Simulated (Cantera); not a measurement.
An isothermal, constant-pressure homogeneous reactor starts with CH₄ : H₂O = 1 : 0.81 (molar parts), at 2000 K and 4.93 atm. Integrator tolerance rtol = 1e-08.

Model: GRI-Mech 3.0 (53 species, 325 reactions), integrated in Cantera.

**Question.** What does this change do: temperature 2000 to 1573 K?

**Answer.** 
```csv
quantity,before,after
x(CH₄) at 6.00 s,0.00728 (gas-phase equilibrium 0.00728),0.120 (gas-phase equilibrium 0.0500)
x(H₂O) at 6.00 s,1.53e-5 (gas-phase equilibrium 1.56e-5),0.0958 (gas-phase equilibrium 7.92e-5)
x(HCO) at 6.00 s,2.53e-7 (gas-phase equilibrium 2.53e-7),1.39e-8 (gas-phase equilibrium 2.22e-8)
x(HO₂) at 6.00 s,<1e-12 (gas-phase equilibrium <1e-12),<1e-12 (gas-phase equilibrium <1e-12)
x(H₂) at 6.00 s,0.744 (gas-phase equilibrium 0.744),0.588 (gas-phase equilibrium 0.712)
```
